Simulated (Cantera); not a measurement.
Charge: 1 mol Si, 0.62 mol HCl, 0.99 mol H₂, equilibrated at 1375 K and 0.120 bar.

Equilibrium computed with Cantera from the NASA thermochemical tables; the gas is ideal and each condensed phase is pure. Candidate condensed phases: Si; 19 gas species. The tables' values for SiCl₃ are old estimates; treat these amounts as uncertain. Equilibrium is a limit: real reactors are often held back by kinetics, nucleation or transport.

Problem. What is the equilibrium state?

Solution. 
```
Quantity        Value
----------  ---------
x(H₂)           0.773
x(HCl)          0.123
x(SiCl₂)       0.0564
x(SiCl₄)       0.0220
x(SiCl₃)       0.0164
x(SiHCl₃)     0.00881
x(SiH₂Cl₂)   0.000523
x(SiH₃Cl)     8.89e-6
x(H)          8.70e-6
n(Si(s))    0.839 mol
gas amount  1.549 mol
```
